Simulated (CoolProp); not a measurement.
A Linde-Hampson liquefier for carbon monoxide: isothermal reversible compression at 300 K from 1 atm to 30 MPa, throttling to 1 atm, return gas leaving the recuperator 2 K below the feed. Each further row changes one setting.

Values from CoolProp's reference Helmholtz-energy equation of state, Lemmon 2006. It is a short technical equation, of lower accuracy than the large ones.

| case | liquid yield per pass | compression work (kJ/kg of gas) |
|---|---|---|
| as stated | 0.097 | 509 |
| high pressure 60 MPa | 0.089 | 588 |
| warm-end temperature 330 K | 0.071 | 564 |
| warm-end gap 7 K | 0.086 | 509 |
